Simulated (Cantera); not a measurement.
# Fe + CO2 + CO (metals in furnace atmospheres)

Charge: 1 mol Fe, 0.23 mol CO2, 12 mol CO, equilibrated at 75.0 Torr.

Method: chemical equilibrium by Gibbs-energy minimisation in Cantera with the NASA 1993 tables (ideal gas, pure condensed phases). Candidate condensed phases: C, Fe, Fe(CO)5, FeO, Fe2O3, Fe3O4; 15 gas species. Kinetics and transport are ignored.

| T (K) | x CO | x CO2 | x Fe | n Fe(α) | n Fe(γ) |
|---|---|---|---|---|---|
| 1148 | 0.981 | 0.0188 | 7.98e-11 | 1.00 | 0 |
| 1198 | 0.981 | 0.0188 | 4.64e-10 | 0 | 1.00 |
| 1248 | 0.981 | 0.0188 | 2.33e-9 | 0 | 1.00 |
| 1298 | 0.981 | 0.0188 | 1.03e-8 | 0 | 1.00 |
| 1348 | 0.981 | 0.0188 | 4.08e-8 | 0 | 1.00 |
| 1398 | 0.981 | 0.0188 | 1.46e-7 | 0 | 1.000 |
| 1448 | 0.981 | 0.0188 | 4.77e-7 | 0 | 1.000 |
x: gas mole fraction; n: condensed amount in mol.

At 1148 K the condensed part is Fe(α). From 1198 K to 1448 K the condensed part is Fe(γ).
